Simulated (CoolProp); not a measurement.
A simple Rankine cycle with carbonyl sulfide: condensing at 288.15 K, boiler at 3.52 MPa, turbine inlet 360.2 K, turbine efficiency 0.85, pump efficiency 0.7, no recuperator. Each further row changes one setting.

The numbers come from the reference Helmholtz-energy equation of state, Lemmon 2006 in CoolProp. It is a short technical equation, of lower accuracy than the large ones.

```json
[
 {"case": "as stated", "thermal efficiency (%)": "11.9", "net work (kJ/kg)": "32.9", "heat in (kJ/kg)": "277", "turbine exit temperature (K)": "288.1", "volume ratio over the turbine": "[?]"},
 {"case": "turbine inlet 380.2 K", "thermal efficiency (%)": "12.4", "net work (kJ/kg)": "37.1", "heat in (kJ/kg)": "299", "turbine exit temperature (K)": "295.4", "volume ratio over the turbine": "[?]"},
 {"case": "condensing temperature 280.15 K", "thermal efficiency (%)": "13.4", "net work (kJ/kg)": "38.6", "heat in (kJ/kg)": "287", "turbine exit temperature (K)": "280.1", "volume ratio over the turbine": "3.95"},
 {"case": "boiler pressure 2.46 MPa", "thermal efficiency (%)": "9.4", "net work (kJ/kg)": "[?]", "heat in (kJ/kg)": "295", "turbine exit temperature (K)": "301.7", "volume ratio over the turbine": "2.22"},
 {"case": "turbine efficiency 0.75", "thermal efficiency (%)": "10.3", "net work (kJ/kg)": "28.6", "heat in (kJ/kg)": "277", "turbine exit temperature (K)": "288.1", "volume ratio over the turbine": "3.28"}
]
```

Some entries are withheld; supply them.


- as stated, volume ratio over the turbine: 3.23
- turbine inlet 380.2 K, volume ratio over the turbine: 3.08
- boiler pressure 2.46 MPa, net work (kJ/kg): 27.7

The expansion ends wet for: as stated; condensing temperature 280.15 K; turbine efficiency 0.75.
